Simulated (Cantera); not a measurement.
Thermal oxidation and active oxidation of silicon: Si + CO2 + H2 + N2O

A closed system holds: 1 mol Si, 0.31 mol CO2, 3.3 mol H2, 0.11 mol N2O, held at 1275 K.

Cantera equilibrium calculation (NASA polynomials, part measured and part estimated; ideal gas, pure solids and liquids). Candidate condensed phases: C, C6H6, C7H8, C8H18, H2O, Si, SiC, SiO2, Si2N2O, Si3N4; 151 gas species. Mutual solubility and eutectic melting of coexisting phases are not modelled. The tables hold silica as quartz up to 1696 K and as liquid above; real silica turns to tridymite and cristobalite and melts near 1996 K. Equilibrium is a limit: real reactors are often held back by kinetics, nucleation or transport.

From 0.000750 Torr to 0.00450 Torr the condensed part is SiC(s) + Si2N2O(s). At 0.0270 Torr the condensed part is SiC(s) + SiO2(β-quartz) + Si2N2O(s). From 0.165 Torr to 7500 Torr the condensed part is Si(s) + SiC(s) + SiO2(β-quartz) + Si2N2O(s). The main Si-bearing gas is SiO at 0.000750 Torr and SiH4 at 7500 Torr.

```csv
P (Pa),log p H2,log p SiO,log p CO,log p N2,log p H,log p CH4,log p SiH4,log p Si,n SiC(s),n Si2N2O(s),n SiO2(β-quartz),n Si(s)
0.100,-6.08,-6.83,-7.82,-8.14,-9.17,-16.29,<-18,-11.21,0.250,0.0809,0,0
0.600,-5.30,-6.08,-6.94,-8.83,-8.78,-14.66,<-17,-11.27,0.235,0.109,0,0
3.60,-4.49,-5.47,-7.13,-9.83,-8.38,-13.43,-15.27,-10.88,0.302,0.110,0.135,0
22,-3.67,-5.39,-7.37,-10.07,-7.97,-11.95,-13.46,-10.71,0.309,0.110,0.278,0.130
130,-2.89,-5.39,-7.37,-10.07,-7.58,-10.39,-11.90,-10.71,0.310,0.110,0.305,0.155
770,-2.11,-5.39,-7.37,-10.07,-7.19,-8.85,-10.36,-10.71,0.310,0.110,0.309,0.159
4600,-1.34,-5.39,-7.37,-10.07,-6.80,-7.29,-8.80,-10.71,0.310,0.110,0.310,0.160
28000,-0.55,-5.39,-7.37,-10.07,-6.41,-5.72,-7.23,-10.71,0.310,0.110,0.310,0.160
170000,0.23,-5.39,-7.37,-10.07,-6.02,-4.16,-5.67,-10.71,0.310,0.110,0.310,0.160
1000000,1.00,-5.39,-7.37,-10.07,-5.63,-2.62,-4.13,-10.71,0.309,0.110,0.310,0.161
```
log p: log10 of the partial pressure in bar; n: condensed amount in mol.
